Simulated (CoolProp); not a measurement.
Vapour-liquid equilibrium of R125 (1) + cyclopropane (2) at 309 K; x and y are mole fractions of (1).

Model: multi-fluid Helmholtz-energy mixture model, Lemmon 2005 and Polt 1992; pair parameters Bell 2016, in CoolProp. This equation is an older, rougher fit; its heat capacities, sound speeds and derivatives of the liquid may be far off and weren't checked against measurements.

Give the bubble pressure and the first vapour's composition at x = 0.2, 0.35, 0.5. Is there an azeotrope?

x = 0.2: 1.473 MPa, y = 0.404; x = 0.35: 1.659 MPa, y = 0.517; x = 0.5: 1.774 MPa, y = 0.602. y crosses x between x = 0.8 and 0.95: the model has an azeotrope there.

The pair parameters rest on a limited set of measurements; away from them the model extrapolates.
